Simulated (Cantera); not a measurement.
Charge: 1 mol SiC, 0.18 mol O2, 19 mol N2, 1 mol CO2, held at 101000 Pa.

Cantera equilibrium calculation (NASA polynomials, part measured and part estimated; ideal gas, pure solids and liquids). Candidate condensed phases: C, Si, SiC, SiO2, Si2N2O, Si3N4; 34 gas species. Mutual solubility and eutectic melting of coexisting phases are not modelled. Kinetics and transport are ignored. All values below are at 1875 K.

Base state: N2 0.906, CO 0.0928, SiO 0.000819 (mole fractions); condensed: SiC(s) + Si2N2O(s).

Problem. What changes in the equilibrium state with this change: 0.15 mol NH3 added?

Solution. 
| species | before | after |
|---|---|---|
| N2 | 0.906 | 0.897 |
| CO | 0.0928 | 0.0913 |
| H2 | 0 | 0.0104 |
| SiO | 0.000819 | 0.000821 |
| HCN | 0 | 0.000735 |
| H | 0 | 6.65e-5 |
| HNC | 0 | 3.28e-5 |
| SiC(s), mol | 0.0989 | 0.0883 |
| Si2N2O(s), mol | 0.442 | 0.447 |
Further candidate phases: C6H6, C7H8, C8H18, H2O.

Problem. What changes in the equilibrium state with this change: O2 from 0.18 to 0.26 mol?

Solution. 
```json
[
 {"species": "N2", "before": "0.906", "after": "0.901"},
 {"species": "CO", "before": "0.0928", "after": "0.0973"},
 {"species": "SiO", "before": "0.000819", "after": "0.00194"},
 {"species": "SiC(s), mol", "before": "0.0989", "after": "0"},
 {"species": "Si2N2O(s), mol", "before": "0.442", "after": "0.480"}
]
```
